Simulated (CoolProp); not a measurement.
Computed with CoolProp (reference Helmholtz-energy equation of state, Lemmon 2006). It is a short technical equation, of lower accuracy than the large ones.

Problem. For C2F6 (R116), give the phase and the cp (kJ/(kg K)), cv (kJ/(kg K)), viscosity (µPa s), conductivity (mW/(m K)) at 399.8 K and 0.424 MPa.

Solution. 
- 399.8 K and 0.424 MPa: gas; cp 0.918, cv 0.852, viscosity 18.8, conductivity 22.8

Viscosity comes from a separate model (Huber 2003), an estimate that may be off by 10 % or more. Thermal conductivity comes from a separate model (Huber 2003), an estimate that may be off by 10 % or more.
